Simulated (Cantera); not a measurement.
A freely propagating, adiabatic, planar premixed flame of CH3OH : O2 : N2 = 1 : 1.61 : 6.06 (molar parts), equivalence ratio 0.93, unburnt at 325 K and 6.51 atm; mixture-averaged transport, grid criteria slope 0.08 and curve 0.16, no radiation.

Detailed kinetics in Cantera: GRI-Mech 3.0 (53 species, 325 reactions). GRI-Mech 3.0 was tuned for natural gas; its chemistry of methanol as a main component is partial and can be far from experiment. Burning velocities carry a grid error of a few per cent, more on coarse grids.

Problem. What does this change do: inlet temperature 325 to 400 K?

Solution. 
| quantity | before | after |
|---|---|---|
| laminar burning velocity | 23.6 cm/s | 34.1 cm/s |
| thermal thickness | 0.0945 mm | 0.0844 mm |
| peak x(C2H2) | 3.23e-8 | 4.34e-8 |
| peak x(CO) | 0.0473 | 0.0503 |
| peak x(CH2O) | 0.00679 | 0.00729 |
